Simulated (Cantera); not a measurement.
Feed: 1 mol Fe₂O₃, 1.3 mol CO, 2.8 mol N₂, at 65.0 Pa.

Method: chemical equilibrium by Gibbs-energy minimisation in Cantera with the NASA 1993 tables (ideal gas, pure condensed phases). Candidate condensed phases: C, Fe, Fe(CO)₅, FeO, Fe₂O₃, Fe₃O₄; 27 gas species. The tables' stoichiometric FeO is somewhat more stable than real wüstite, so its field is too wide. FeO: taken at fixed stoichiometry. Rates play no part.

### Question
Which condensed phases are stable at each of these points (T (°C)): 802, 902, 1002, 1102, 1202, 1302, 1402, 1502?

### Answer
```tsv
T (°C)	condensed phases	Fe condensed (%)
802	FeO(s)	100.0
902	FeO(s)	100.0
1002	FeO(s)	100.0
1102	FeO(s)	100.0
1202	FeO(s)	100.0
1302	FeO(s)	100.0
1402	FeO(l)	99.9
1502	FeO(l)	99.7
```

From 802 °C to 1302 °C the condensed part is FeO(s). From 1402 °C to 1502 °C the condensed part is FeO(l).
